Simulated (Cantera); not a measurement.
Input: 1 mol Si₃N₄, 0.21 mol O₂, a varied amount of H₂, at 2175 K and 1.33 mbar.

Method: chemical equilibrium by Gibbs-energy minimisation in Cantera with the NASA 1993 tables (ideal gas, pure condensed phases). Candidate condensed phases: H₂O, Si, SiO₂, Si₂N₂O, Si₃N₄; 35 gas species. The tables' values for SiN are old estimates; treat these amounts as uncertain. Gases not in the tables: Si₂H₆ and higher silanes. Kinetics and transport are ignored.

x: gas mole fraction; nothing condenses.

```csv
n(H₂) (mol),x H₂,x H,x Si,x N₂,x SiO,x SiH
85,0.826,0.122,0.0264,0.0209,0.00438,0.000407
110,0.837,0.122,0.0206,0.0163,0.00343,0.000321
130,0.843,0.123,0.0176,0.0139,0.00292,0.000274
170,0.850,0.123,0.0136,0.0107,0.00225,0.000212
210,0.855,0.124,0.0110,0.00872,0.00183,0.000173
260,0.858,0.124,0.00897,0.00708,0.00149,0.000141
330,0.862,0.124,0.00709,0.00560,0.00118,0.000112
410,0.864,0.124,0.00573,0.00452,0.000949,9.04e-5
520,0.867,0.124,___,___,___,___
650,0.868,0.125,___,___,___,___
820,0.870,0.125,0.00288,0.00227,0.000477,4.56e-5
```

Task: Complete the blanks.

Result: 
- 520, x Si: 0.00453
- 520, x N₂: 0.00357
- 520, x SiO: 0.000750
- 520, x SiH: 7.15e-5
- 650, x Si: 0.00363
- 650, x N₂: 0.00286
- 650, x SiO: 0.000601
- 650, x SiH: 5.74e-5
